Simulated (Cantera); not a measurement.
Feed: 1 mol CHF₃, 0.094 mol F₂, 2.3 mol H₂, held at 0.00180 bar.

Equilibrium computed with Cantera from the NASA thermochemical tables; the gas is ideal and each condensed phase is pure. Candidate condensed phases: C, C₆H₆, C₇H₈, C₈H₁₈; 110 gas species. Ions and electrons are included (thermal ionisation). Rates play no part.

Problem. Which condensed phases are stable at each of these points (T (°C)): 1727, 1977, 2227, 2477, 2727, 2977, 3227, 3477, 3727, 3977, 4227, 4477, 4727?

Solution. 
```json
[
 {"T (°C)": "1727", "condensed phases": "C(graphite)", "C condensed (%)": "99.8"},
 {"T (°C)": "1977", "condensed phases": "C(graphite)", "C condensed (%)": "99.3"},
 {"T (°C)": "2227", "condensed phases": "C(graphite)", "C condensed (%)": "97.9"},
 {"T (°C)": "2477", "condensed phases": "C(graphite)", "C condensed (%)": "78.8"},
 {"T (°C)": "2727", "condensed phases": "gas only", "C condensed (%)": "0.0"},
 {"T (°C)": "2977", "condensed phases": "gas only", "C condensed (%)": "0.0"},
 {"T (°C)": "3227", "condensed phases": "gas only", "C condensed (%)": "0.0"},
 {"T (°C)": "3477", "condensed phases": "gas only", "C condensed (%)": "0.0"},
 {"T (°C)": "3727", "condensed phases": "gas only", "C condensed (%)": "0.0"},
 {"T (°C)": "3977", "condensed phases": "gas only", "C condensed (%)": "0.0"},
 {"T (°C)": "4227", "condensed phases": "gas only", "C condensed (%)": "0.0"},
 {"T (°C)": "4477", "condensed phases": "gas only", "C condensed (%)": "0.0"},
 {"T (°C)": "4727", "condensed phases": "gas only", "C condensed (%)": "0.0"}
]
```

From 1727 °C to 2477 °C the condensed part is C(graphite). From 2727 °C to 4727 °C nothing is condensed.
